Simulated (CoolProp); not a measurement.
R227EA along the isobar 0.426 MPa: density (kg/m³) from the reference equation and from simpler models built on Tc = 101.8 °C, pc = 2.925 MPa, ω = 0.358; each cubic takes its own stable root.

The numbers come from the reference Helmholtz-energy equation of state, Lemmon 2016 in CoolProp.

```tsv
T (°C)	phase	reference
-119.75	liquid	1859
-100.25	liquid	1805
-80.65	liquid	1748
-61.05	liquid	1690
-41.55	liquid	1629
-21.95	liquid	1565
-2.35	liquid	1496
17.15	liquid	1421
36.75	gas	31.54
56.35	gas	28.89
75.85	gas	26.78
95.45	gas	25.01
```

How far does each simpler model (Redlich-Kwong, Peng-Robinson) lie from the reference over these 12 states: mean and median of the absolute difference, and the worst?


- Redlich-Kwong: mean 15.6 %, median 11.9 %, worst -97.6 % at 17.15 °C and 0.426 MPa
- Peng-Robinson: mean 2.0 %, median 2.1 %, worst +3.8 % at -21.95 °C and 0.426 MPa

At some of these states Redlich-Kwong gives the other phase, because its saturation line lies elsewhere.
